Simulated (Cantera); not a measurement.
Input: 1 mol Al, 0.031 mol O2, 1.6 mol N2, 0.015 mol CO2, held at 60.0 Pa.

Cantera equilibrium calculation (NASA polynomials, part measured and part estimated; ideal gas, pure solids and liquids). Candidate condensed phases: Al, AlN, Al2O3, C; 32 gas species. Mutual solubility and eutectic melting of coexisting phases are not modelled. Kinetics and transport are ignored.

x: gas mole fraction; n: condensed amount in mol.

```json
[
 {"T (°C)": "677", "x N2": "1.000", "x CO": "4.39e-5", "x Al": "<1e-12", "x Al2O": "<1e-12", "n AlN(s)": "0.939", "n Al2O3(s)": "0.0307", "n C(graphite)": "0.0150"},
 {"T (°C)": "727", "x N2": "1.000", "x CO": "0.000192", "x Al": "<1e-12", "x Al2O": "<1e-12", "n AlN(s)": "0.939", "n Al2O3(s)": "0.0306", "n C(graphite)": "0.0148"},
 {"T (°C)": "777", "x N2": "0.999", "x CO": "0.000728", "x Al": "<1e-12", "x Al2O": "<1e-12", "n AlN(s)": "0.939", "n Al2O3(s)": "0.0304", "n C(graphite)": "0.0142"},
 {"T (°C)": "827", "x N2": "0.998", "x CO": "0.00244", "x Al": "<1e-12", "x Al2O": "<1e-12", "n AlN(s)": "0.941", "n Al2O3(s)": "0.0297", "n C(graphite)": "0.0122"},
 {"T (°C)": "877", "x N2": "0.993", "x CO": "0.00733", "x Al": "<1e-12", "x Al2O": "<1e-12", "n AlN(s)": "0.944", "n Al2O3(s)": "0.0279", "n C(graphite)": "0.00667"},
 {"T (°C)": "927", "x N2": "0.987", "x CO": "0.0132", "x Al": "1.16e-11", "x Al2O": "<1e-12", "n AlN(s)": "0.949", "n Al2O3(s)": "0.0257", "n C(graphite)": "0"},
 {"T (°C)": "977", "x N2": "0.987", "x CO": "0.0132", "x Al": "…", "x Al2O": "<1e-12", "n AlN(s)": "0.949", "n Al2O3(s)": "0.0257", "n C(graphite)": "0"},
 {"T (°C)": "1027", "x N2": "0.987", "x CO": "0.0132", "x Al": "…", "x Al2O": "…", "n AlN(s)": "0.949", "n Al2O3(s)": "0.0257", "n C(graphite)": "0"},
 {"T (°C)": "1077", "x N2": "0.987", "x CO": "0.0132", "x Al": "1.44e-8", "x Al2O": "1.21e-10", "n AlN(s)": "0.949", "n Al2O3(s)": "0.0257", "n C(graphite)": "0"},
 {"T (°C)": "1127", "x N2": "0.987", "x CO": "0.0132", "x Al": "1.10e-7", "x Al2O": "1.62e-9", "n AlN(s)": "0.949", "n Al2O3(s)": "0.0257", "n C(graphite)": "0"},
 {"T (°C)": "1177", "x N2": "0.987", "x CO": "0.0132", "x Al": "7.27e-7", "x Al2O": "1.82e-8", "n AlN(s)": "0.949", "n Al2O3(s)": "0.0257", "n C(graphite)": "0"},
 {"T (°C)": "1227", "x N2": "0.987", "x CO": "0.0132", "x Al": "4.24e-6", "x Al2O": "1.73e-7", "n AlN(s)": "0.949", "n Al2O3(s)": "0.0257", "n C(graphite)": "0"},
 {"T (°C)": "1277", "x N2": "0.987", "x CO": "0.0131", "x Al": "2.20e-5", "x Al2O": "1.41e-6", "n AlN(s)": "0.949", "n Al2O3(s)": "0.0257", "n C(graphite)": "0"}
]
```

Question: Fill in the missing entries.

Answer: 
- 1027, x Al: 1.61e-9
- 1027, x Al2O: 7.32e-12
- 977, x Al: 1.51e-10
